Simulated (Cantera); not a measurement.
Input: 1 mol SiO2, a varied amount of CH4, 0.24 mol H2, at 2475 K and 6.83 Torr.

Equilibrium computed with Cantera from the NASA thermochemical tables; the gas is ideal and each condensed phase is pure. Candidate condensed phases: C, C6H6, C7H8, C8H18, H2O, Si, SiC, SiO2; 123 gas species. Gases not in the tables: Si2H6 and higher silanes. Rates play no part.

**Question.** Which condensed phases are stable at each of these points (n(CH4) (mol)): 0.54, 0.64, 0.75, 0.88, 1, 1.2, 1.4, 1.7, 2, 2.3, 2.7, 3.2?

**Answer.** 
| n(CH4) (mol) | condensed phases | Si condensed (%) |
|---|---|---|
| 0.54 | gas only | 0.0 |
| 0.64 | gas only | 0.0 |
| 0.75 | gas only | 0.0 |
| 0.88 | gas only | 0.0 |
| 1 | gas only | 0.0 |
| 1.2 | gas only | 0.0 |
| 1.4 | gas only | 0.0 |
| 1.7 | gas only | 0.0 |
| 2 | gas only | 0.0 |
| 2.3 | gas only | 0.0 |
| 2.7 | C(graphite) | 0.0 |
| 3.2 | C(graphite) | 0.0 |

From 0.54 mol CH4 to 2.3 mol CH4 nothing is condensed. From 2.7 mol CH4 to 3.2 mol CH4 the condensed part is C(graphite).
